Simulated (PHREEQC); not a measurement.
Make-up at 25 °C: 0.00065 mol/kgw CO2. Closed to the air; pH follows from the charge balance.

Equilibrium calculation in PHREEQC: ion-association model, phreeqc.dat.

Precipitation was switched off in this run.

Estimate the pH, ionic strength.

pH 4.78; ionic strength 1.69e-5 mol/kgw.

In which forms is C present?

CO2 97 %, HCO3- 2.6 % of the C.
